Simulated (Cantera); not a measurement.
Charge: 1 mol SiCl4, 15 mol NH3, 0.22 mol H2, at 1702 °C and 75.0 Torr.

Method: chemical equilibrium by Gibbs-energy minimisation in Cantera with the NASA 1993 tables (ideal gas, pure condensed phases). Candidate condensed phases: NH4Cl, Si, Si3N4; 28 gas species. The tables' values for SiCl, SiCl3, SiN are old estimates; treat these amounts as uncertain. Gases not in the tables: Si2H6 and higher silanes. Kinetics and transport are ignored.

Base state: H2 0.663, N2 0.232, HCl 0.0777, SiCl2 0.0225, H 0.00352, SiCl 0.000328, Si 0.000323, Cl 0.000309 (mole fractions); condensed: Si(l).

Q: What changes in the equilibrium state with this change: SiCl4 replaced by Si2Cl6?

A: 
```csv
species,before,after
H2,0.663,0.631
N2,0.232,0.225
HCl,0.0777,0.1000
SiCl2,0.0225,0.0391
SiCl3,0.000170,0.000391
SiHCl3,4.89e-6,1.09e-5
SiCl,0.000328,0.000432
"Si(l), mol",0.241,0.654
```
The feed counts by its element totals alone.

Q: What changes in the equilibrium state with this change: NH3 from 15 to 33 mol?

A: 
```csv
species,before,after
H2,0.663,0.703
N2,0.232,0.241
HCl,0.0777,0.0443
SiCl2,0.0225,0.00688
SiCl3,0.000170,2.89e-5
Cl,0.000309,0.000171
SiCl,0.000328,0.000181
SiH2,6.09e-5,6.46e-5
SiH,5.99e-5,6.17e-5
"Si(l), mol",0.241,0.480
```
